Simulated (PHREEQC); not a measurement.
Solution (25 °C): 0.0013 mol Cu(BF4)2, 0.014 mol NaCl and 0.005 mol H2SO4 per kg of water. Closed to the air; pH follows from the charge balance.

Model: ion-association model, wateq4f.dat, run in PHREEQC.

This is a speciation only: nothing precipitates in the calculation.

Question: Order these B species by the share of B that they hold, largest first: BF2(OH)2-, BF3OH-, H3BO3, BF4-.

Answer: BF4- (54 %), H3BO3 (39 %), BF3OH- (5.2 %), BF2(OH)2- (1.9 %)

Question: Order these Cu species by the share of Cu that they hold, largest first: CuCl+, CuSO4, Cu+2, CuF+.

Answer: Cu+2 (82 %), CuSO4 (16 %), CuCl+ (1.7 %), CuF+ (0.35 %)

The pH is 2.15 and the ionic strength 0.0284 mol/kgw. Complexes and solids missing from the database can't appear. Real BF4- forms and hydrolyses slowly; the run takes it at equilibrium.
